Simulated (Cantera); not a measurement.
An adiabatic, constant-pressure homogeneous reactor starts with CH₄ : H₂ : O₂ : N₂ : H₂O = 1 : 0.15 : 0.865 : 3.25 : 0.17 (molar parts), at 1350 K and 670000 Pa.

Detailed kinetics in Cantera: GRI-Mech 3.0 (53 species, 325 reactions).

Question: Predict: time of steepest temperature rise; temperature at 1.00 s; equilibrium temperature; x(CH₄) at 1.00 s; x(H₂) at 1.00 s; x(O₂) at 1.00 s.

Answer: 
| Item | Result |
|---|---|
| time of steepest temperature rise | 0.811 ms |
| temperature at 1.00 s | 2199 K |
| equilibrium temperature | 2199 K |
| x(CH₄) at 1.00 s | 7.95e-9 (gas-phase equilibrium 9.04e-9) |
| x(H₂) at 1.00 s | 0.230 (gas-phase equilibrium 0.230) |
| x(O₂) at 1.00 s | 5.59e-8 (gas-phase equilibrium 5.59e-8) |
